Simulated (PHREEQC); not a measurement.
Solution A (3.5 mmol/kgw HF and 0.77 mmol/kgw NaF) is mixed with solution B (0.0017 mol H2SO4, 7.8e-05 mol ZnSO4 and 0.026 mol KCl per kg of water) at 25 °C; shares are by mass of water, 1 kg in all. O2 is buffered at 0.21 atm. CO2 from the air is kept out. Solids allowed: Halite, Sylvite, Zn(OH)2(e). Others were left out.

Computed with PHREEQC (ion-association model, phreeqc.dat).

Predict pH, Zn+2 (mol/kgw), SO4-2 (mol/kgw) at share of solution B = 0.15, 0.2, 0.3, 0.5, 1.


```
share of solution B    pH  Zn+2 (mol/kgw)  SO4-2 (mol/kgw)
-------------------  ----  --------------  ---------------
0.15                 2.94         1.11e-5         0.000240
0.2                  2.91         1.47e-5         0.000317
0.3                  2.87         2.18e-5         0.000469
0.5                  2.77         3.57e-5         0.000758
1                    2.56         6.91e-5          0.00140
```

Species that the database lacks are ignored.
